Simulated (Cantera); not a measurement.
Cantera run:

```python
import numpy as np
import cantera as ct

gas_names = """
    CL CL2 N N2 Si SiCL SiCL2 SiCL3 SiCL4 SiN Si2 Si2N Si3
""".split()
cond_names = """
    Si(cr) Si(L) Si3N4(a)
""".split()


# ... load() reads the species with a 1 bar reference pressure and builds the phases ...
atoms = {
    'Si': {'Si': 1},
    'Cl2': {'CL': 2},
    'N2': {'N': 2},
}
top_T = {'Si3N4(a)': 2400}  # K; cautious upper limits of use, not melting points


# ... equilibrate(T, P, feed) seeds the gas with the atoms and calls Mixture.equilibrate('TP', solver="vcs", rtol=1e-11, max_steps=5000) ...
results = []
feed = {'Si': 1, 'Cl2': 7.1, 'N2': 4.5}  # mol
T = 1525  # K
P = 100000  # Pa
mix = equilibrate(T, P, feed)
results.append((T, P, feed, dict(zip(mix.species_names, mix.species_moles))))
x = sorted(zip(gas.X, gas.species_names), reverse=True)
print(f"T = {T:g} K  P = {P:g} Pa  gas = {mix.phase_moles(0):.4g} mol")
print("   x: " + "  ".join(f"{s} {v:.3e}" for v, s in x if v > 1e-06))
print("   condensed (mol): " + ("  ".join(f"{mix.phase(i).name} {mix.phase_moles(i):.4g}"
      for i in range(1, mix.n_phases) if mix.phase_moles(i) > 1e-12) or "none"))
```

It prints:

```
T = 1525 K  P = 100000 Pa  gas = 10.85 mol
   x: CL2 4.470e-01  N2 4.147e-01  SiCL4 9.216e-02  CL 4.609e-02  SiCL3 6.005e-06
   condensed (mol): none
```

These are equilibrium values from Cantera (NASA tables, ideal gas, pure condensed phases), not measurements of a reactor.
